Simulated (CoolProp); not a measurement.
Properties of ethanol along the isotherm 517.5 K (Tc = 514.7 K, pc = 6.268 MPa, ω = 0.644).

Model: reference Helmholtz-energy equation of state, Schroeder 2014, in CoolProp.

```
p (MPa)          phase  density (kg/m³)  cp (kJ/(kg K))  cv (kJ/(kg K))  isothermal compressibility (1/MPa)  fugacity coefficient
-------  -------------  ---------------  --------------  --------------  ----------------------------------  --------------------
6.27     supercritical            146.1           16.15           3.134                              0.9345                0.6995
12.5     supercritical            505.9           5.004           3.098                             0.01709                0.4109
18.8     supercritical            545.0           4.415           3.017                            0.008599                0.3105
25.1     supercritical            569.8           4.182           2.975                            0.005902                0.2625
31.3     supercritical            588.4           4.051           2.950                            0.004570                0.2360
37.6     supercritical            603.9           3.962           2.931                            0.003745                0.2200
43.9     supercritical            617.1           3.897           2.918                            0.003185                0.2105
50.1     supercritical            628.6           3.847           2.908                            0.002784                0.2052
56.4     supercritical            639.1           3.806           2.900                            0.002473                0.2027
62.7     supercritical            648.6           3.771           2.893                            0.002226                0.2025
```
